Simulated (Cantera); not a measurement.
## SiHCl3 + CH4 + H2 (silicon carbide growth)

A closed system holds: 1 mol SiHCl3, a varied amount of CH4, 1.7 mol H2, at 900 K and 1.00 bar.

Cantera equilibrium calculation (NASA polynomials, part measured and part estimated; ideal gas, pure solids and liquids). Candidate condensed phases: C, C6H6, C7H8, C8H18, Si, SiC; 109 gas species. The tables' values for SiCl3 are old estimates; treat these amounts as uncertain. Equilibrium is a limit: real reactors are often held back by kinetics, nucleation or transport.

From 0.26 mol CH4 to 0.76 mol CH4 the condensed part is SiC(s). From 1.1 mol CH4 to 2.2 mol CH4 the condensed part is C(graphite) + SiC(s). The main Si-bearing gas is SiCl4 throughout. The share of Si in condensed phases is highest at 2.2 mol CH4 (29.9 %) and lowest at 0.26 mol CH4 (24.4 %).

| n(CH4) (mol) | log p H2 | log p SiCl4 | log p CH4 | log p HCl | log p SiHCl3 | n SiC(s) | n C(graphite) |
|---|---|---|---|---|---|---|---|
| 0.26 | -0.12 | -0.71 | -2.33 | -1.75 | -1.62 | 0.244 | 0 |
| 0.38 | -0.13 | -0.72 | -1.49 | -1.55 | -1.86 | 0.263 | 0 |
| 0.53 | -0.15 | -0.74 | -1.16 | -1.47 | -1.97 | 0.272 | 0 |
| 0.76 | -0.18 | -0.77 | -0.92 | -1.42 | -2.08 | 0.280 | 0 |
| 1.1 | -0.18 | -0.83 | -0.86 | -1.41 | -2.13 | 0.285 | 0.184 |
| 1.5 | -0.17 | -0.89 | -0.84 | -1.42 | -2.18 | 0.290 | 0.451 |
| 2.2 | -0.15 | -0.98 | -0.81 | -1.44 | -2.24 | 0.299 | 0.917 |
log p: log10 of the partial pressure in bar; n: condensed amount in mol.
